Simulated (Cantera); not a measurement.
**Ti + O₂ + H₂ (titanium nitride, carbide and oxide coatings)**

A closed system holds: 1 mol Ti, 0.46 mol O₂, 3.6 mol H₂, held at 0.00880 bar.

Cantera equilibrium calculation (NASA polynomials, part measured and part estimated; ideal gas, pure solids and liquids). Candidate condensed phases: H₂O, Ti, TiO, TiO₂, Ti₂O₃, Ti₃O₅, Ti₄O₇; 12 gas species. Each liquid is taken as pure. Mutual solubility and eutectic melting of coexisting phases are not modelled. TiO: taken at fixed stoichiometry. Condensed phases not in the tables: N, O or C dissolved in the metal. Rates play no part.

```csv
T (K),x H₂,x H,x Ti,x TiO,x H₂O,x TiO₂,x OH,n Ti(β),n TiO(s),n Ti(l),n TiO(l)
1423,1.000,7.08e-5,1.66e-8,8.67e-11,1.67e-9,<1e-12,<1e-12,0.0800,0.920,0,0
1498,1.000,0.000183,1.16e-7,9.69e-10,5.52e-9,<1e-12,<1e-12,0.0800,0.920,0,0
1573,1.000,0.000433,6.76e-7,8.54e-9,1.61e-8,<1e-12,<1e-12,0.0800,0.920,0,0
1648,0.999,0.000949,3.33e-6,6.12e-8,4.26e-8,<1e-12,1.82e-12,0.0800,0.920,0,0
1723,0.998,0.00194,1.42e-5,3.66e-7,1.03e-7,7.96e-12,1.10e-11,0.0799,0.920,0,0
1798,0.996,0.00375,5.38e-5,1.88e-6,2.29e-7,6.64e-11,5.66e-11,0.0798,0.920,0,0
1873,0.993,0.00686,0.000182,8.37e-6,4.76e-7,4.62e-10,2.55e-10,0.0793,0.920,0,0
1948,0.987,0.0120,0.000559,3.31e-5,9.32e-7,2.75e-9,1.02e-9,0,0.920,0.0780,0
2023,0.978,0.0200,0.00152,0.000117,1.78e-6,1.46e-8,3.79e-9,0,0,0.0745,0.920
```
x: gas mole fraction; n: condensed amount in mol.

From 1423 K to 1873 K the condensed part is Ti(β) + TiO(s). At 1948 K the condensed part is Ti(l) + TiO(s). At 2023 K the condensed part is Ti(l) + TiO(l). The main Ti-bearing gas is Ti throughout.
